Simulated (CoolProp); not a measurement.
The numbers come from the reference Helmholtz-energy equation of state, Lemmon and Jacobsen 2000 in CoolProp.

Task: Give the vapour pressure (MPa), enthalpy of vaporisation (kJ/kg), vapour Z, liquid viscosity (µPa s) of saturated R143a at 217.6, 226.2 K.

Result: 
```tsv
T (K)	p (MPa)	enthalpy of vaporisation (kJ/kg)	vapour Z	liquid viscosity (µPa s)
217.6	0.0672	232	0.962	236
226.2	0.103	226	0.950	217
```

Viscosity comes from a separate model (Klein 1997), an estimate that may be off by 10 % or more.
